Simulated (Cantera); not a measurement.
Equilibrium for silicon epitaxy and polysilicon growth: SiHCl₃ + Cl₂ + N₂

Feed: 1 mol SiHCl₃, 0.0057 mol Cl₂, 39 mol N₂, held at 1 atm.

Method: chemical equilibrium by Gibbs-energy minimisation in Cantera with the NASA 1993 tables (ideal gas, pure condensed phases). Candidate condensed phases: NH₄Cl, Si, Si₃N₄; 28 gas species. N₂ is the only nitrogen source here; it is nearly inert below about 1500 K, so the nitride shown seldom forms there in practice. The tables' values for SiCl₃ are old estimates; treat these amounts as uncertain. The numbers say what is thermodynamically allowed, not how fast it happens.

| T (°C) | log p N₂ | log p HCl | log p SiCl₄ | log p SiCl₂ | log p SiCl₃ | log p H₂ | log p SiHCl₃ | log p Cl | n Si₃N₄(s) |
|---|---|---|---|---|---|---|---|---|---|
| 602 | -0.01 | -1.70 | -1.86 | -9.73 | -6.68 | -2.59 | -5.41 | -10.70 | 0.149 |
| 702 | -0.01 | -1.68 | -1.86 | -8.00 | -5.66 | -2.66 | -5.09 | -9.32 | 0.151 |
| 802 | -0.01 | -1.67 | -1.87 | -6.60 | -4.83 | -2.72 | -4.83 | -8.19 | 0.153 |
| 902 | -0.01 | -1.66 | -1.87 | -5.45 | -4.15 | -2.77 | -4.61 | -7.25 | 0.154 |
| 1002 | -0.01 | -1.66 | -1.88 | -4.48 | -3.58 | -2.81 | -4.43 | -6.45 | 0.154 |
| 1102 | -0.01 | -1.65 | -1.90 | -3.66 | -3.11 | -2.84 | -4.28 | -5.78 | 0.152 |
| 1202 | -0.01 | -1.65 | -1.94 | -2.97 | -2.72 | -2.86 | -4.17 | -5.20 | 0.143 |
| 1302 | -0.01 | -1.65 | -2.06 | -2.41 | -2.44 | -2.84 | -4.12 | -4.72 | 0.118 |
log p: log10 of the partial pressure in bar; n: condensed amount in mol.

From 602 °C to 1302 °C the condensed part is Si₃N₄(s). The main Si-bearing gas is SiCl₄ throughout. The share of Si in condensed phases is highest at 1002 °C (46.3 %) and lowest at 1302 °C (35.3 %).
